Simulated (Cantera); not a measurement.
Input: 1 mol Zr, 1.6 mol NH₃, 1.9 mol N₂, 1.5 mol N₂O, held at 1548 K and 13.3 mbar.

These are equilibrium values from Cantera (NASA tables, ideal gas, pure condensed phases), not measurements of a reactor. Candidate condensed phases: H₂O, Zr, ZrN, ZrO₂; 28 gas species. Mutual solubility and eutectic melting of coexisting phases are not modelled. ZrN: taken at fixed stoichiometry. Condensed phases not in the tables: solid solutions among these carbides, nitrides and lower oxides. Kinetics and transport are ignored.

### Question
What is the equilibrium state?

### Answer
```
Property                              Value
--------------------------------  ---------
x(N₂)                                 0.629
x(H₂)                                 0.371
x(H)                               0.000162
x(H₂O)                              4.13e-6
n(ZrN(s))                         0.250 mol
n(ZrO₂(tetragonal))               0.750 mol
gas amount                        6.476 mol
log10 activity of Zr(β) (absent)      -6.46
```
